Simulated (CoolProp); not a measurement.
Properties of n-hexane along the isotherm 600 K.

Values from CoolProp's reference Helmholtz-energy equation of state, Thol 2019.

```csv
p (MPa),phase,cv (kJ/(kg K)),isothermal compressibility (1/MPa),Prandtl number
1.69,gas,2.817,0.6693,(withheld)
3.38,supercritical,2.850,0.3907,1.03
5.07,supercritical,2.885,0.2992,1.26
6.76,supercritical,2.900,0.2024,(withheld)
8.46,supercritical,2.892,(withheld),1.79
10.1,supercritical,2.881,0.06529,1.94
11.8,supercritical,2.874,0.04322,2.05
13.5,supercritical,2.869,0.03145,2.15
15.2,supercritical,2.866,0.02439,2.24
```

### Question
Some entries are withheld; supply them.

### Answer

- 1.69, Prandtl number: 0.857
- 6.76, Prandtl number: 1.55
- 8.46, isothermal compressibility (1/MPa): 0.1101

Viscosity comes from a separate model (Michailidou 2013). Thermal conductivity comes from a separate model (Assael 2013).
